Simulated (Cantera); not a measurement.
Input: 1 mol Al, 0.015 mol H2O, equilibrated at 0.100 bar.

Method: chemical equilibrium by Gibbs-energy minimisation in Cantera with the NASA 1993 tables (ideal gas, pure condensed phases). Candidate condensed phases: Al, Al2O3, H2O; 19 gas species. Mutual solubility and eutectic melting of coexisting phases are not modelled. Rates play no part.

Question: Which condensed phases are stable at each of these points (T (K)): 875, 950, 1025, 1100, 1175, 1250, 1325, 1400, 1475, 1550, 1625?

Answer: 
```json
[
 {"T (K)": "875", "condensed phases": "Al(s) + Al2O3(s)", "Al condensed (%)": "100.0"},
 {"T (K)": "950", "condensed phases": "Al(l) + Al2O3(s)", "Al condensed (%)": "100.0"},
 {"T (K)": "1025", "condensed phases": "Al(l) + Al2O3(s)", "Al condensed (%)": "100.0"},
 {"T (K)": "1100", "condensed phases": "Al(l) + Al2O3(s)", "Al condensed (%)": "100.0"},
 {"T (K)": "1175", "condensed phases": "Al(l) + Al2O3(s)", "Al condensed (%)": "100.0"},
 {"T (K)": "1250", "condensed phases": "Al(l) + Al2O3(s)", "Al condensed (%)": "100.0"},
 {"T (K)": "1325", "condensed phases": "Al(l) + Al2O3(s)", "Al condensed (%)": "100.0"},
 {"T (K)": "1400", "condensed phases": "Al(l) + Al2O3(s)", "Al condensed (%)": "100.0"},
 {"T (K)": "1475", "condensed phases": "Al(l) + Al2O3(s)", "Al condensed (%)": "100.0"},
 {"T (K)": "1550", "condensed phases": "Al(l) + Al2O3(s)", "Al condensed (%)": "100.0"},
 {"T (K)": "1625", "condensed phases": "Al(l) + Al2O3(s)", "Al condensed (%)": "100.0"}
]
```

At 875 K the condensed part is Al(s) + Al2O3(s). From 950 K to 1625 K the condensed part is Al(l) + Al2O3(s).
